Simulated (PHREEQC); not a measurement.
1 kg of water holding 0.26 mol NaCl meets 20 L of dry gas (CO2 1 by moles) at fixed total pressure, at 30 atm; fugacities by Peng-Robinson. The gases take part in no redox reaction, some water evaporates into the gas, and hydrates or a liquid gas phase aren't modelled. Nothing may precipitate in this run.

Equilibrium calculation in PHREEQC: ion-association model, phreeqc.dat.

```
T (°C)  dissolved CO2 (all carbonate carbon) (mol/kgw)  φ of CO2    pH
------  ----------------------------------------------  --------  ----
20                                               0.909     0.832  3.17
30                                               0.709     0.848  3.20
40                                               0.573     0.863  3.23
50                                               0.478     0.875  3.26
60                                               0.409     0.887  3.30
70                                               0.359     0.897  3.34
80                                               0.320     0.907  3.38
90                                               0.290     0.915  3.42
```

At this temperature some constants are extrapolated from 25 °C, and those without enthalpy data are left unchanged.
